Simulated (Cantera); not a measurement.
A closed system holds: 1 mol (CH3)2SiCl2, 0.0039 mol C3H8, 960 mol H2, equilibrated at 1000 °C and 0.480 bar.

Method: chemical equilibrium by Gibbs-energy minimisation in Cantera with the NASA 1993 tables (ideal gas, pure condensed phases). Candidate condensed phases: C, C6H6, C7H8, C8H18, Si, SiC; 109 gas species. The feed counts by its element totals alone. Equilibrium is a limit: real reactors are often held back by kinetics, nucleation or transport.

Base state: H2 0.997, HCl 0.00208, CH4 0.00105 (mole fractions); condensed: SiC(s).

Task: What changes in the equilibrium state with this change: (CH3)2SiCl2 replaced by SiH2Cl2?

Result: 
```csv
species,before,after
H2,0.997,0.998
HCl,0.00208,0.00205
CH4,0.00105,1.15e-5
SiCl2,1.22e-7,1.09e-5
"SiC(s), mol",1.000,0.000624
"Si(s), mol",0,0.985
```
Mutual solubility and eutectic melting of coexisting phases are not modelled.
